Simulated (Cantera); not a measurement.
Mixture: 2.70 % C3H8, 20.4 % O2, 76.9 % N2, equivalence ratio 0.66, at 600000 Pa, adiabatic and at constant volume. Ignition delay is the time to a rise of 400 K.

Model: GRI-Mech 3.0 (53 species, 325 reactions), integrated in Cantera. GRI-Mech 3.0 was tuned for natural gas; its chemistry of propane as a main component is partial and can be far from experiment.

Question: Predict: delay at 1225 K; delay at 1325 K; delay at 1425 K; delay at 1525 K; delay at 1625 K; apparent activation energy between 1575 and 1675 K.

Answer: 
```json
{
  "delay at 1225 K": "1.34 ms",
  "delay at 1325 K": "0.241 ms",
  "delay at 1425 K": "57.7 µs",
  "delay at 1525 K": "18.6 µs",
  "delay at 1625 K": "7.80 µs",
  "apparent activation energy between 1575 and 1675 K": "170 kJ/mol"
}
```
